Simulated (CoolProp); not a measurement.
A single-stage vapour-compression cycle with R13: evaporating at 201.15 K (dew point), condensing at 227.15 K (bubble point), superheat 8 K, subcooling 2 K, compressor efficiency 0.85, no pressure losses. Each further row changes one setting.

Computed with CoolProp (reference Helmholtz-energy equation of state, Platzer 1990). This equation is an older, rougher fit; its heat capacities, sound speeds and derivatives of the liquid may be far off and weren't checked against measurements.

| case | cooling COP | pressure ratio | discharge temperature (K) | refrigerating effect (kJ/kg) | volumetric capacity (kJ/m³) |
|---|---|---|---|---|---|
| as stated | 5.82 | 2.98 | 253.3 | 127 | 1310 |
| evaporating temperature 206.15 K | 7.54 | (withheld) | 249.2 | 129 | 1650 |
| condensing temperature 222.15 K | 7.38 | (withheld) | (withheld) | 131 | 1360 |
| subcooling 7 K | (withheld) | 2.98 | 253.3 | 131 | 1360 |
| superheat 18 K | (withheld) | 2.98 | 263.9 | 132 | 1290 |
| compressor efficiency 0.75 | 5.13 | 2.98 | (withheld) | 127 | 1310 |

Q: Fill in the missing entries.

A: 
- evaporating temperature 206.15 K, pressure ratio: 2.36
- condensing temperature 222.15 K, pressure ratio: 2.47
- condensing temperature 222.15 K, discharge temperature (K): 245.4
- subcooling 7 K, cooling COP: 6.04
- superheat 18 K, cooling COP: 5.75
- compressor efficiency 0.75, discharge temperature (K): 257.8
